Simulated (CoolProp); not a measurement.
A single-stage vapour-compression cycle with R152A: evaporating at 286.15 K (dew point), condensing at 353.15 K (bubble point), superheat 2 K, subcooling 2 K, compressor efficiency 0.9, no pressure losses. Each further row changes one setting.

The numbers come from the reference Helmholtz-energy equation of state, Outcalt 1996 in CoolProp. It is a modified Benedict-Webb-Rubin equation, recast in Helmholtz form.

```json
[
 {"case": "as stated", "cooling COP": "___", "pressure ratio": "5.70", "discharge temperature (K)": "375.1", "refrigerating effect (kJ/kg)": "170", "volumetric capacity (kJ/m³)": "2150"},
 {"case": "evaporating temperature 291.15 K", "cooling COP": "___", "pressure ratio": "4.86", "discharge temperature (K)": "373.3", "refrigerating effect (kJ/kg)": "___", "volumetric capacity (kJ/m³)": "___"},
 {"case": "condensing temperature 348.15 K", "cooling COP": "___", "pressure ratio": "5.12", "discharge temperature (K)": "___", "refrigerating effect (kJ/kg)": "181", "volumetric capacity (kJ/m³)": "2290"},
 {"case": "subcooling 7 K", "cooling COP": "2.76", "pressure ratio": "5.70", "discharge temperature (K)": "375.1", "refrigerating effect (kJ/kg)": "181", "volumetric capacity (kJ/m³)": "2290"},
 {"case": "superheat 12 K", "cooling COP": "___", "pressure ratio": "5.70", "discharge temperature (K)": "384.5", "refrigerating effect (kJ/kg)": "181", "volumetric capacity (kJ/m³)": "2190"},
 {"case": "compressor efficiency 0.8", "cooling COP": "2.30", "pressure ratio": "5.70", "discharge temperature (K)": "___", "refrigerating effect (kJ/kg)": "170", "volumetric capacity (kJ/m³)": "2150"}
]
```

Question: Some entries are withheld; supply them.

Answer: 
- as stated, cooling COP: 2.59
- evaporating temperature 291.15 K, cooling COP: 2.92
- evaporating temperature 291.15 K, refrigerating effect (kJ/kg): 173
- evaporating temperature 291.15 K, volumetric capacity (kJ/m³): 2560
- condensing temperature 348.15 K, cooling COP: 2.94
- condensing temperature 348.15 K, discharge temperature (K): 369.0
- superheat 12 K, cooling COP: 2.62
- compressor efficiency 0.8, discharge temperature (K): 380.1
